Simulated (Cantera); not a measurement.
Input: 1 mol FeS, 8.6 mol H2, 7.8 mol N2, equilibrated at 0.133 bar.

Method: chemical equilibrium by Gibbs-energy minimisation in Cantera with the NASA 1993 tables (ideal gas, pure condensed phases). Candidate condensed phases: Fe, FeS, FeS2, S; 16 gas species. Metal and sulfide melt together well below either melting point, which pure phases cannot show. Mutual solubility and eutectic melting of coexisting phases are not modelled. FeS: taken at fixed stoichiometry. Kinetics and transport are ignored.

x: gas mole fraction; n: condensed amount in mol.

```csv
T (K),x H2,x N2,x H2S,x NH3,n Fe(α),n FeS(s),n Fe(γ)
700,0.524,0.476,1.94e-5,0.000327,0.000318,1.000,0
750,0.524,0.476,4.16e-5,0.000178,0.000682,0.999,0
800,0.524,0.476,8.06e-5,0.000104,0.00132,0.999,0
850,0.524,0.476,0.000144,6.48e-5,0.00236,0.998,0
900,0.524,0.476,0.000241,4.23e-5,0.00395,0.996,0
950,0.524,0.476,…,…,…,0.994,0
1000,0.524,0.476,0.000577,2.03e-5,0.00945,0.991,0
1050,0.524,0.476,…,…,…,0.986,0
1100,0.523,0.476,0.00119,1.11e-5,0.0196,0.980,0
1150,0.523,0.476,0.00165,8.47e-6,0.0270,0.973,0
1200,0.522,0.476,0.00221,6.63e-6,0,0.964,0.0362
1250,0.521,0.476,0.00289,5.29e-6,0,0.953,0.0475
1300,0.521,0.476,0.00370,4.29e-6,0,0.939,0.0609
1350,0.520,0.476,0.00463,3.52e-6,0,0.923,0.0765
```

Task: Fill in the missing entries.

Result: 
- 1050, x H2S: 0.000842
- 1050, x NH3: 1.48e-5
- 1050, n Fe(α): 0.0138
- 950, x H2S: 0.000381
- 950, x NH3: 2.88e-5
- 950, n Fe(α): 0.00625
